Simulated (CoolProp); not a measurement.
Saturated liquid density (kg/m³) of n-nonane: the reference equation beside estimates from Tc = 594.5 K, pc = 22.82 bar, ω = 0.443.

Values from CoolProp's reference Helmholtz-energy equation of state, Lemmon 2006. It is a short technical equation, of lower accuracy than the large ones.

```
T (K)  reference  van der Waals  Soave-Redlich-Kwong  Peng-Robinson
-----  ---------  -------------  -------------------  -------------
412.9      619.0          339.5                527.8            [?]
416.5      615.7          337.8                524.9            [?]
420        612.5          336.0                522.0            [?]
423.6      609.2          334.2                518.9          587.2
427.2      605.9          332.4                515.9          583.8
430.8      602.5          330.5                512.7          580.4
434.4      599.2          328.6                509.5            [?]
437.9        [?]          326.8                506.3          573.4
441.5      592.4            [?]                  [?]          569.7
```

What belongs in the gaps?


- 412.9, Peng-Robinson: 596.8
- 416.5, Peng-Robinson: 593.7
- 420, Peng-Robinson: 590.5
- 434.4, Peng-Robinson: 576.8
- 437.9, reference: 595.8
- 441.5, van der Waals: 324.8
- 441.5, Soave-Redlich-Kwong: 503.0

Absolute difference from the reference over all 9 rows, mean and median: van der Waals 45.1 and 45.1 %, Soave-Redlich-Kwong 14.9 and 14.9 %, Peng-Robinson 3.7 and 3.6 %.
